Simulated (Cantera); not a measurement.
## Thermodynamics of abatement and gas-phase synthesis, feed PH3 + H2

Input: 1 mol PH3, 8.4 mol H2, equilibrated at 10000 Pa.

Method: chemical equilibrium by Gibbs-energy minimisation in Cantera with the NASA 1993 tables (ideal gas, pure condensed phases). Candidate condensed phases: P; 7 gas species. Kinetics and transport are ignored.

```json
[
 {"T (°C)": "1000", "x H2": "0.956", "x H": "2.20e-6", "x P2": "0.0397", "x P": "5.21e-8", "x P4": "0.00430", "x PH": "4.28e-7", "x PH3": "3.60e-5"},
 {"T (°C)": "1150", "x H2": "0.953", "x H": "2.05e-5", "x P2": "0.0468", "x P": "6.65e-7", "x P4": "0.000663", "x PH": "2.35e-6", "x PH3": "1.89e-5"},
 {"T (°C)": "1300", "x H2": "0.952", "x H": "0.000125", "x P2": "0.0478", "x P": "4.96e-6", "x P4": "0.000118", "x PH": "8.87e-6", "x PH3": "1.07e-5"},
 {"T (°C)": "1450", "x H2": "0.951", "x H": "0.000562", "x P2": "0.0480", "x P": "2.59e-5", "x P4": "2.77e-5", "x PH": "2.64e-5", "x PH3": "6.71e-6"},
 {"T (°C)": "1600", "x H2": "0.950", "x H": "0.00199", "x P2": "0.0479", "x P": "0.000104", "x P4": "8.20e-6", "x PH": "6.57e-5", "x PH3": "4.53e-6"},
 {"T (°C)": "1750", "x H2": "0.946", "x H": "0.00584", "x P2": "0.0477", "x P": "0.000338", "x P4": "2.90e-6", "x PH": "0.000143", "x PH3": "3.23e-6"},
 {"T (°C)": "1900", "x H2": "0.937", "x H": "0.0148", "x P2": "0.0471", "x P": "0.000935", "x P4": "1.17e-6", "x PH": "0.000276", "x PH3": "2.40e-6"},
 {"T (°C)": "2050", "x H2": "0.918", "x H": "0.0330", "x P2": "0.0459", "x P": "0.00225", "x P4": "5.16e-7", "x PH": "0.000486", "x PH3": "1.81e-6"},
 {"T (°C)": "2200", "x H2": "0.885", "x H": "0.0663", "x P2": "0.0436", "x P": "0.00481", "x P4": "2.39e-7", "x PH": "0.000779", "x PH3": "1.36e-6"},
 {"T (°C)": "2350", "x H2": "0.829", "x H": "0.121", "x P2": "0.0398", "x P": "0.00922", "x P4": "1.10e-7", "x PH": "0.00114", "x PH3": "9.82e-7"},
 {"T (°C)": "2500", "x H2": "0.745", "x H": "0.203", "x P2": "0.0341", "x P": "0.0159", "x P4": "4.80e-8", "x PH": "0.00151", "x PH3": "6.63e-7"},
 {"T (°C)": "2650", "x H2": "0.635", "x H": "0.312", "x P2": "0.0268", "x P": "0.0247", "x P4": "1.85e-8", "x PH": "0.00178", "x PH3": "4.01e-7"},
 {"T (°C)": "2800", "x H2": "0.504", "x H": "0.441", "x P2": "0.0186", "x P": "0.0342", "x P4": "5.91e-9", "x PH": "0.00185", "x PH3": "2.09e-7"}
]
```
x: gas mole fraction; nothing condenses.

From 1000 °C to 2800 °C nothing is condensed. The main P-bearing gas is P2 throughout.
